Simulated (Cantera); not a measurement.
**Chlorosilane synthesis and conversion: SiCl4 + H2**

Input: 1 mol SiCl4, 3.7 mol H2, at 1400000 Pa.

Equilibrium computed with Cantera from the NASA thermochemical tables; the gas is ideal and each condensed phase is pure. Candidate condensed phases: Si; 19 gas species. The tables' values for SiCl3 are old estimates; treat these amounts as uncertain. Equilibrium is a limit: real reactors are often held back by kinetics, nucleation or transport.

| T (°C) | x H2 | x SiCl4 | x HCl | x SiHCl3 | x SiH2Cl2 |
|---|---|---|---|---|---|
| 227 | 0.787 | 0.212 | 0.000516 | 0.000516 | 4.30e-8 |
| 327 | 0.785 | 0.211 | 0.00213 | 0.00213 | 1.08e-6 |
| 427 | 0.781 | 0.207 | 0.00576 | 0.00574 | 1.05e-5 |
| 527 | 0.775 | 0.201 | 0.0119 | 0.0118 | 5.61e-5 |
| 627 | 0.767 | 0.192 | 0.0207 | 0.0202 | 0.000202 |
| 727 | 0.756 | 0.182 | 0.0317 | 0.0305 | 0.000551 |
| 827 | 0.743 | 0.169 | 0.0447 | 0.0415 | 0.00122 |
x: gas mole fraction; nothing condenses.

From 227 °C to 827 °C nothing is condensed. The main Si-bearing gas is SiCl4 throughout.
